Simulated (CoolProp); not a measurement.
100 sccm (0 °C, 1 atm) of nitrogen bubbles through liquid ethanol at 282.6 K and leaves saturated at a total pressure of 0.0165 MPa (ideal gas phase). Each further row changes one setting.

Model: reference Helmholtz-energy equation of state, Schroeder 2014, in CoolProp.

| case | vapour pressure (kPa) | mole fraction of vapour | delivery (mg/min) | delivery (sccm) | change of delivery for a bath 1 K warmer (%) |
|---|---|---|---|---|---|
| as stated | 3.04 | 0.184 | 46.4 | 22.6 | 8.3 |
| bath temperature 287.6 K | 4.18 | 0.253 | 69.8 | 33.9 | 8.8 |
| total pressure 0.033 MPa | 3.04 | 0.0921 | 20.8 | 10.1 | 7.4 |
